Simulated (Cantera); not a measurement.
A closed system holds: 1 mol CH₂F₂, 0.013 mol CH₄, 0.47 mol H₂, equilibrated at 0.0150 Torr.

Equilibrium computed with Cantera from the NASA thermochemical tables; the gas is ideal and each condensed phase is pure. Candidate condensed phases: C, C₆H₆, C₇H₈, C₈H₁₈; 95 gas species. Kinetics and transport are ignored.

Problem. Which condensed phases are stable at each of these points (T (K)): 1573, 1673, 1773, 1873, 1973, 2073, 2173, 2273, 2373, 2473, 2573, 2673, 2773, 2873?

Solution. 
```csv
T (K),condensed phases,C condensed (%)
1573,C(graphite),100.0
1673,C(graphite),100.0
1773,C(graphite),100.0
1873,C(graphite),100.0
1973,C(graphite),100.0
2073,C(graphite),99.9
2173,C(graphite),99.8
2273,C(graphite),99.3
2373,C(graphite),96.3
2473,C(graphite),80.4
2573,gas only,0.0
2673,gas only,0.0
2773,gas only,0.0
2873,gas only,0.0
```

From 1573 K to 2473 K the condensed part is C(graphite). From 2573 K to 2873 K nothing is condensed.
